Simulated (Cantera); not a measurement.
Charge: 1 mol BN, a varied amount of H₂O, 0.42 mol H₂, equilibrated at 0.133 bar.

These are equilibrium values from Cantera (NASA tables, ideal gas, pure condensed phases), not measurements of a reactor. Candidate condensed phases: B, BN, B₂O₃, B₃O₃H₃, H₂O; 39 gas species. Gases not in the tables: H₃BO₃. Rates play no part.

What condenses at these points (T in K, n(H₂O) in mol): (1773, 2.3); (1573, 2.8); (1623, 7.1); (1723, 2.3); (1573, 7.1)?


| T (K) | n(H₂O) in mol | condensed phases | B condensed (%) |
|---|---|---|---|
| 1773 | 2.3 | B₂O₃ | 20.9 |
| 1573 | 2.8 | B₂O₃ | 73.1 |
| 1623 | 7.1 | gas only | 0.0 |
| 1723 | 2.3 | B₂O₃ | 43.2 |
| 1573 | 7.1 | B₂O₃ | 15.9 |
